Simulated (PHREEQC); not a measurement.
Solution (25 °C): 0.013 mol H2SeO4, 0.0016 mol HCl and 0.27 mol CaCl2 per kg of water. Closed to the air; pH follows from the charge balance.

Equilibrium calculation in PHREEQC: ion-association model, wateq4f.dat.

Task: The ionic strength comes out as 0.844 mol/kgw. What activity coefficients do H+, HSeO4-, SeO4-2, Ca+2, Cl- get?

Result: H+ 0.75, HSeO4- 0.77, SeO4-2 0.35, Ca+2 0.25, Cl- 0.61.

Precipitation was switched off in this run. Caution: at this ionic strength the ion-association model is outside its range; a Pitzer model would be the better tool where its parameters exist.
